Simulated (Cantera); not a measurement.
Ignition delay

Mixture: CH4 : O2 : N2 : H2O = 1 : 2.5 : 15 : 1.1 (molar parts), equivalence ratio 0.80, at 323 Torr, adiabatic and at constant volume. Ignition delay is the time to a rise of 400 K.

Detailed kinetics in Cantera: GRI-Mech 3.0 (53 species, 325 reactions).

```tsv
T0 (K)	delay (ms)
1175	207
1250	68.9
1325	24.8
1400	9.68
1475	4.15
1550	1.97
```

- apparent activation energy between 1400 and 1550 K = 190 kJ/mol
